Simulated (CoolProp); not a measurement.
Vapour pressure (MPa) of vinyl chloride: the reference equation beside estimates from Tc = 425.0 K, pc = 5.600 MPa, ω = 0.160. Clausius-Clapeyron is anchored at 321.7 K with a constant enthalpy of vaporisation of 18.72 kJ/mol.

Values from CoolProp's reference Helmholtz-energy equation of state, Thol 2022.

```tsv
T (K)	reference	Lee-Kesler	Clausius-Clapeyron	Redlich-Kwong
316.3	0.6563	0.6597	0.6693	0.8046
321.7	0.7543	0.7590	0.7543	0.9167
327.1	0.8627	0.8688	0.8467	1.039
332.5	0.9821	0.9897	0.9468	1.173
337.9	1.113	1.122	1.055	1.318
343.3	1.257	1.268	1.172	1.475
348.7	1.414	1.426	1.297	1.644
354.1	1.584	1.599	1.431	1.826
359.5	1.770	1.786	1.574	2.022
364.9	1.971	1.988	1.727	2.231
```

Absolute difference from the reference over all 10 rows, mean and median: Lee-Kesler 0.8 and 0.8 %, Clausius-Clapeyron 6.1 and 6.0 %, Redlich-Kwong 17.9 and 17.9 %.
